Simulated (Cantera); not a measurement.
Gas mixture: N2 : C2H2 : CO : C2H6 = 0.85 : 0.34 : 0.48 : 0.38 (molar parts), at 0.00464 atm, frozen composition.

Cantera's kinetic-theory transport with the Lennard-Jones parameters of GRI-Mech 3.0, ideal gas; thermal conductivity in the mixture-averaged form. The composition is frozen, though it would react at the higher temperatures.

D: mixture-averaged diffusion coefficient of that species in the mixture.

```tsv
T (K)	ρ (kg/m³)	cp (J/kg/K)	μ (µPa s)	λ (mW/m/K)	Pr	D (cm²/s) NH3	D (cm²/s) NO	D (cm²/s) CH3
400	0.00397	1406	18.2	(withheld)	0.762	72.0	65.8	72.5
500	0.00317	1523	21.5	(withheld)	0.779	110	97.0	108
600	0.00264	1632	24.6	(withheld)	0.794	153	133	148
700	0.00227	1730	27.5	(withheld)	0.806	203	172	192
800	0.00198	1818	30.1	(withheld)	0.816	257	216	241
900	0.00176	1897	32.7	(withheld)	0.824	317	263	295
1000	0.00159	1972	35.1	(withheld)	0.833	381	314	352
1100	0.00144	2034	37.4	(withheld)	0.839	449	368	413
```

Question: Some entries are withheld; supply them.

Answer: 
- 400, λ (mW/m/K): 33.5
- 500, λ (mW/m/K): 42.1
- 600, λ (mW/m/K): 50.6
- 700, λ (mW/m/K): 58.9
- 800, λ (mW/m/K): 67.2
- 900, λ (mW/m/K): 75.2
- 1000, λ (mW/m/K): 83.0
- 1100, λ (mW/m/K): 90.7
